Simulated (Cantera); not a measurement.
A closed system holds: 1 mol H2S, 0.017 mol O2, 0.14 mol H2, held at 2998 K and 75.0 Torr.

Cantera equilibrium calculation (NASA polynomials, part measured and part estimated; ideal gas, pure solids and liquids). Candidate condensed phases: H2O, H2SO4, S; 19 gas species. Kinetics and transport are ignored.

Base state: H2 0.336, H 0.288, S 0.226, S2 0.0806, SH 0.0511, SO 0.00932, H2O 0.00404, H2S 0.00292 (mole fractions); condensed: gas only.

What changes in the equilibrium state with this change: temperature from 2998 K to 2825 K?


```tsv
species	before	after
H2	0.336	0.434
H	0.288	0.186
S	0.226	0.167
S2	0.0806	0.129
SH	0.0511	0.0614
O	0.000602	0.000216
H2S	0.00292	0.00595
S2O	3.15e-5	5.37e-5
```

What changes in the equilibrium state with this change: O2 from 0.017 to 0.7 mol?


| species | before | after |
|---|---|---|
| H | 0.288 | 0.219 |
| H2 | 0.336 | 0.195 |
| SO | 0.00932 | 0.186 |
| S | 0.226 | 0.0890 |
| SO2 | 8.05e-5 | 0.0814 |
| O | 0.000602 | 0.0305 |
| OH | 0.00115 | 0.0442 |
| H2O | 0.00404 | 0.119 |
| S2 | 0.0806 | 0.0125 |
| SH | 0.0511 | 0.0153 |
| O2 | 2.86e-6 | 0.00734 |
| S2O | 3.15e-5 | 0.000248 |
| H2S | 0.00292 | 0.000667 |

What changes in the equilibrium state with this change: H2S replaced by HCl?


```
species   before     after
-------  -------  --------
HCl            0     0.343
Cl             0     0.310
H          0.288     0.185
S          0.226         0
S2        0.0806         0
SH        0.0511         0
H2O      0.00404    0.0122
H2         0.336     0.139
SO       0.00932         0
H2S      0.00292         0
Cl2            0  0.000106
```
